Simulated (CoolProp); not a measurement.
R227EA along the isotherm 201.85 °C: fugacity coefficient from the reference equation and from simpler models built on Tc = 101.8 °C, pc = 2925 kPa, ω = 0.358; each cubic takes its own stable root.

Computed with CoolProp (reference Helmholtz-energy equation of state, Lemmon 2016).

```tsv
p (kPa)	phase	reference	Soave-Redlich-Kwong	Peng-Robinson
23.1	gas	0.9989	0.9989	0.9987
36	gas	0.9982	0.9984	0.9980
56.1	gas	0.9973	0.9974	0.9969
87.3	gas	0.9957	0.9960	0.9951
136	gas	0.9934	0.9938	0.9924
212	gas	0.9897	0.9903	0.9883
330	gas	0.9840	0.9850	0.9818
513	gas	0.9752	0.9768	0.9719
799	gas	0.9616	0.9641	0.9566
1240	gas	0.9410	___	___
1940	gas	___	___	0.8986
3020	supercritical	___	0.8719	0.8482
4700	supercritical	0.7942	___	___
7310	supercritical	___	0.7325	0.6919
```

Task: What belongs in the gaps?

Result: 
- 1240, Soave-Redlich-Kwong: 0.9449
- 1240, Peng-Robinson: 0.9336
- 1940, reference: 0.9092
- 1940, Soave-Redlich-Kwong: 0.9153
- 3020, reference: 0.8621
- 4700, Soave-Redlich-Kwong: 0.8106
- 4700, Peng-Robinson: 0.7784
- 7310, reference: 0.7043
